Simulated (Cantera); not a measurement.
Input: 1 mol MgO, 1 mol CH4, 0.15 mol H2, 3.5 mol C, at 0.130 bar.

Cantera equilibrium calculation (NASA polynomials, part measured and part estimated; ideal gas, pure solids and liquids). Candidate condensed phases: C, C6H6, C7H8, C8H18, H2O, Mg, MgCO3, MgO, Mg(OH)2; 116 gas species. The tables' values for MgH are old estimates; treat these amounts as uncertain. Kinetics and transport are ignored. All values below are at 2425 K.

Base state: H2 0.488, CO 0.237, Mg 0.236, H 0.0347, C2H2 (acetylene) 0.00381, MgH 0.00114, C2H 1.65e-5, C4H2 1.22e-5 (mole fractions); condensed: C(graphite).

Problem. What changes in the equilibrium state with this change: MgO replaced by Fe2O3?

Solution. 
```
species            before    after
----------------  -------  -------
CO                  0.237    0.494
H2                  0.488    0.337
Fe                      0    0.137
Mg                  0.236        0
H                  0.0347   0.0288
MgH               0.00114        0
C2H2 (acetylene)  0.00381  0.00263
C4H2              1.22e-5  8.47e-6
C(graphite), mol     3.47     1.47
Fe(l), mol              0     1.17
```
Iron dissolves carbon and melts from about 1420 K in contact with it, which pure phases cannot show. Condensed phases not in the tables: cementite and carbon dissolved in iron. Further candidate phases: Fe, Fe(CO)5, FeO, Fe(OH)2, Fe(OH)3, Fe2O3, Fe3O4.
